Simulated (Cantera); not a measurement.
A Cantera script and its output.

```python
import numpy as np
import cantera as ct

gas = ct.Solution("gri30.yaml")
gas.TPX = 1398, 1700, {'CH4': 0.01, 'H2': 1, 'H': 0.064}
reactor = ct.IdealGasConstPressureReactor(gas, energy="off", clone=False)
net = ct.ReactorNet([reactor])
net.rtol, net.atol = 1e-08, 1e-18
show = ['CH4', 'H2', 'H', 'C2H', 'C2H4', 'CH2']
times = np.geomspace(5e-05, 5, 14)

steps = ct.SolutionArray(gas, extra=["t"])
rows = []
print(f"{'t/s':>10s}{'T/K':>9s}{'P/Pa':>11s}" + "".join(f"{s:>11s}" for s in show))
for t in times:
    while net.time < t:
        t_next = net.step()
        steps.append(gas.state, t=t_next)
    rows.append([np.interp(t, steps.t, y) for y in (steps.T, steps.P, *steps(*show).X.T)])
    print(f"{t:10.3e}{rows[-1][0]:9.1f}{rows[-1][1]:11.4g}" + "".join(f"{x:11.3e}" for x in rows[-1][2:]))
rate = np.gradient(steps.T, steps.t)
print("integrator steps:", len(steps.t))
if steps.T.max() > steps.T[0] + 200:
    print(f"time of steepest temperature rise: {steps.t[rate.argmax()]:.4e} s")
gas.TPX = 1398, 1700, {'CH4': 0.01, 'H2': 1, 'H': 0.064}
gas.equilibrate("TP")
print(f"equilibrium (TP): T = {gas.T:.1f} K  " + "  ".join(f"{s} {gas[s].X[0]:.3e}" for s in show))
```

Result:

```
       t/s      T/K       P/Pa        CH4         H2          H        C2H       C2H4        CH2
 5.000e-05   1398.0       1700  5.796e-03  9.353e-01  5.541e-02  1.530e-09  5.256e-06  6.147e-06
 1.212e-04   1398.0       1700  4.781e-03  9.381e-01  5.273e-02  8.635e-09  1.975e-05  8.465e-06
 2.939e-04   1398.0       1700  4.413e-03  9.427e-01  4.846e-02  2.517e-08  3.478e-05  8.435e-06
 7.126e-04   1398.0       1700  4.008e-03  9.508e-01  4.106e-02  4.712e-08  3.445e-05  7.700e-06
 1.728e-03   1398.0       1700  3.458e-03  9.617e-01  3.086e-02  5.960e-08  2.890e-05  6.637e-06
 4.188e-03   1398.0       1700  2.942e-03  9.729e-01  2.037e-02  5.293e-08  2.502e-05  5.131e-06
 1.015e-02   1398.0       1700  2.671e-03  9.818e-01  1.186e-02  3.536e-08  2.329e-05  2.966e-06
 2.462e-02   1398.0       1700  2.648e-03  9.877e-01  6.047e-03  1.894e-08  2.488e-05  1.080e-06
 5.969e-02   1398.0       1700  2.709e-03  9.911e-01  2.714e-03  8.626e-09  3.104e-05  2.590e-07
 1.447e-01   1398.0       1700  2.749e-03  9.927e-01  1.126e-03  3.595e-09  3.844e-05  4.838e-08
 3.509e-01   1398.0       1700  2.764e-03  9.934e-01  4.563e-04  1.459e-09  4.345e-05  8.216e-09
 8.506e-01   1398.0       1700  2.767e-03  9.937e-01  1.869e-04  5.982e-10  4.586e-05  1.397e-09
 2.062e+00   1398.0       1700  2.768e-03  9.938e-01  8.121e-05  2.600e-10  4.689e-05  2.650e-10
 5.000e+00   1398.0       1700  2.768e-03  9.938e-01  4.413e-05  1.413e-10  4.734e-05  7.843e-11
integrator steps: 1672
equilibrium (TP): T = 1398.0 K  CH4 2.697e-03  H2 9.938e-01  H 3.642e-05  C2H 1.179e-10  C2H4 4.795e-05  CH2 5.209e-11
```

Model: GRI-Mech 3.0 (53 species, 325 reactions), integrated in Cantera. GRI-Mech 3.0 stops at C3 and has no aromatics, soot or wall deposition, so with more carbon than oxygen in the feed, carbon stays in small species such as C2H2 where larger ones or solid carbon would form. Radical loss at walls, strong at low pressure, is not modelled.
